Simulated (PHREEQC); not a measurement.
Model water analysis in mg/L, 20 °C, pH 3.83, pe 12.2:

| constituent | mg/L |
|---|---|
| Na | 288 |
| K | 260 |
| Ca | 290 |
| Mg | 8 |
| Cl | 139 |
| S(6) as SO4 | 1540 |
| Li | 4.44 |
| Zn | 1.17 |

Cl is adjusted to close the charge balance.
Valence states are taken as typed.

Computed with PHREEQC (ion-association model, phreeqc.dat).

No solid was allowed to form.

Task: Order these S species by the share of S that they hold, largest first: MgSO4, KSO4-, NaSO4-, CaSO4, SO4-2.

Result: SO4-2 (80 %), CaSO4 (15 %), NaSO4- (2.2 %), KSO4- (1.5 %), MgSO4 (0.77 %)

Task: Order these Zn species by the share of Zn that they hold, largest first: Zn(SO4)2-2, ZnSO4, ZnCl+, Zn+2.

Result: Zn+2 (58 %), ZnSO4 (37 %), Zn(SO4)2-2 (4.1 %), ZnCl+ (0.19 %)

The pH is 3.83 and the ionic strength 0.0475 mol/kgw.
